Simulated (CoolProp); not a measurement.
A single-stage vapour-compression cycle with nitrous oxide: evaporating at 216.15 K (dew point), condensing at 254.15 K (bubble point), superheat 5 K, subcooling 2 K, compressor efficiency 0.6, no pressure losses. Each further row changes one setting.

Computed with CoolProp (reference Helmholtz-energy equation of state, Lemmon 2006). It is a short technical equation, of lower accuracy than the large ones.

```csv
case,cooling COP,pressure ratio,discharge temperature (K),refrigerating effect (kJ/kg),volumetric capacity (kJ/m³)
as stated,2.74,3.79,342.5,273,3450
evaporating temperature 221.15 K,3.31,3.09,328.4,276,4220
condensing temperature 249.15 K,3.25,3.26,327.6,283,3570
subcooling 7 K,2.84,3.79,342.5,283,3570
superheat 15 K,2.68,3.79,357.2,283,3370
compressor efficiency 0.5,2.28,3.79,362.3,273,3450
```
